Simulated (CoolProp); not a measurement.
Saturation properties of c-C4F8 (RC318) (Tc = 388.4 K, pc = 2.778 MPa, ω = 0.355).

Values from CoolProp's reference Helmholtz-energy equation of state, Platzer 1990. This equation is an older, rougher fit; its heat capacities, sound speeds and derivatives of the liquid may be far off and weren't checked against measurements.

```
T (K)  p (MPa)  vapour density (kg/m³)  surface tension (mN/m)  liquid viscosity (µPa s)  liquid conductivity (mW/(m K))
-----  -------  ----------------------  ----------------------  ------------------------  ------------------------------
273.9   0.1328                   12.32                    11.0                       523                            71.1
289.3   0.2332                   21.10                    9.19                       413                            67.5
304.7   0.3833                       …                    7.44                       329                            63.5
320.1        …                   53.54                       …                       263                            59.3
335.5        …                   81.57                    4.19                         …                            54.8
350.9    1.278                   123.2                    2.73                       165                            50.2
366.3    1.782                   189.3                    1.41                       124                            45.6
381.8        …                   326.0                   0.310                      82.0                            42.1
```

**Question.** Fill in the missing entries.

**Answer.** 
- 304.7, vapour density (kg/m³): 34.27
- 320.1, p (MPa): 0.5970
- 320.1, surface tension (mN/m): 5.77
- 335.5, p (MPa): 0.8894
- 335.5, liquid viscosity (µPa s): 210
- 381.8, p (MPa): 2.439

It boils at 267.2 K under 1 atm.

Viscosity comes from a separate model (Huber 2003), an estimate that may be off by 10 % or more. Thermal conductivity comes from a separate model (Huber 2003), an estimate that may be off by 10 % or more. Surface tension comes from a separate correlation (Mulero 2012).
